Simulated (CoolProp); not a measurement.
Saturation properties of R236EA (Tc = 139.3 °C, pc = 3.414 MPa, ω = 0.368).

Values from CoolProp's reference Helmholtz-energy equation of state, Rui 2013.

| T (°C) | p (MPa) | liquid density (kg/m³) | enthalpy of vaporisation (kJ/kg) | liquid viscosity (µPa s) |
|---|---|---|---|---|
| 8.45 | 0.1111 | 1478 | 164.2 | 485 |
| 11.75 | 0.1265 | 1468 | 162.5 | 462 |
| 15.05 | 0.1435 | 1458 | 160.9 | 440 |
| 18.35 | 0.1623 | 1447 | 159.2 | 420 |
| 21.65 | 0.1830 | 1437 | 157.4 | 401 |
| 24.95 | 0.2056 | 1427 | 155.7 | 383 |
| 28.25 | 0.2303 | 1416 | 153.9 | 366 |
| 31.55 | 0.2573 | 1405 | 152.1 | 350 |
| 34.85 | 0.2866 | 1394 | 150.3 | 335 |
| 38.25 | 0.3194 | 1383 | 148.4 | 320 |
| 41.55 | 0.3540 | 1372 | 146.5 | 307 |
| 44.85 | 0.3913 | 1360 | 144.5 | 294 |
| 48.15 | 0.4316 | 1349 | 142.6 | 282 |
| 51.45 | 0.4750 | 1337 | 140.5 | 270 |
| 54.75 | 0.5215 | 1325 | 138.5 | 259 |

It boils at 6.2 °C under 1 atm.

Viscosity comes from a separate model (Huber 2003), an estimate that may be off by 10 % or more.
